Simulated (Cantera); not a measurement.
Input: 1 mol SiO2, 310 mol H2, at 1998.15 K.

Method: chemical equilibrium by Gibbs-energy minimisation in Cantera with the NASA 1993 tables (ideal gas, pure condensed phases). Candidate condensed phases: H2O, Si, SiO2; 18 gas species. The tables hold silica as quartz up to 1696 K and as liquid above; real silica turns to tridymite and cristobalite and melts near 1996 K. Gases not in the tables: Si(OH)4. Equilibrium is a limit: real reactors are often held back by kinetics, nucleation or transport.

x: gas mole fraction; n: condensed amount in mol.

```csv
P (Pa),x H2,x H,x SiO,x H2O,x OH,x O,n SiO2(l)
10,0.846,0.148,0.00298,0.00292,___,6.48e-6,0
68,0.934,0.0595,0.00312,0.00310,___,9.16e-7,0
460,0.970,0.0233,0.00318,0.00317,___,1.33e-7,0
3200,0.985,0.00891,0.00320,0.00320,___,1.90e-8,0
22000,0.990,0.00341,0.00321,0.00321,___,2.76e-9,0
150000,0.992,0.00131,0.00321,0.00321,___,4.05e-10,0
1000000,0.994,0.000506,0.00264,0.00264,___,4.98e-11,0.180
```

### Question
What belongs in the gaps?

### Answer

- 10, x OH: 5.07e-5
- 68, x OH: 1.97e-5
- 460, x OH: 7.58e-6
- 3200, x OH: 2.88e-6
- 22000, x OH: 1.10e-6
- 150000, x OH: 4.21e-7
- 1000000, x OH: 1.34e-7
